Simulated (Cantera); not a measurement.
A closed system holds: 1 mol Si, 0.8 mol HCl, 7.3 mol H2, held at 1448 K and 0.290 bar.

Cantera equilibrium calculation (NASA polynomials, part measured and part estimated; ideal gas, pure solids and liquids). Candidate condensed phases: Si; 19 gas species. The tables' values for SiCl3 are old estimates; treat these amounts as uncertain. Equilibrium is a limit: real reactors are often held back by kinetics, nucleation or transport.

Base state: H2 0.921, HCl 0.0623, SiCl2 0.0130, SiCl3 0.00160, SiHCl3 0.000915, SiCl4 0.000723, SiH2Cl2 0.000179, H 1.64e-5 (mole fractions); condensed: Si(s).

Task: What changes in the equilibrium state with this change: temperature from 1448 K to 1123 K?

Result: 
```tsv
species	before	after
H2	0.921	0.954
HCl	0.0623	0.0237
SiCl4	0.000723	0.0115
SiCl2	0.0130	0.00124
H	1.64e-5	7.72e-8
SiHCl3	0.000915	0.00797
SiH2Cl2	0.000179	0.000674
SiH3Cl	1.02e-5	1.52e-5
SiCl3	0.00160	0.00107
Si(s), mol	0.868	0.821
```
